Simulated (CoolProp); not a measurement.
A simple Rankine cycle with water: condensing at 299.15 K, boiler at 2.85 MPa, turbine inlet 654.1 K, turbine efficiency 0.75, pump efficiency 0.7, no recuperator. Each further row changes one setting.

Values from CoolProp's reference Helmholtz-energy equation of state, Wagner 2002.

| case | thermal efficiency (%) | net work (kJ/kg) | heat in (kJ/kg) | turbine exit temperature (K) | volume ratio over the turbine |
|---|---|---|---|---|---|
| as stated | 27.6 | 848 | 3080 | 299.2 | 369 |
| turbine inlet 674.1 K | 27.8 | 867 | 3120 | 299.2 | 361 |
| condensing temperature 291.15 K | 28.5 | 888 | 3110 | 291.1 | 580 |
| boiler pressure 1.99 MPa | 26.5 | 820 | 3090 | 299.2 | 260 |
| turbine efficiency 0.65 | 23.9 | 735 | 3080 | 299.2 | 388 |

The expansion ends wet for: as stated; turbine inlet 674.1 K; condensing temperature 291.15 K; boiler pressure 1.99 MPa; turbine efficiency 0.65.
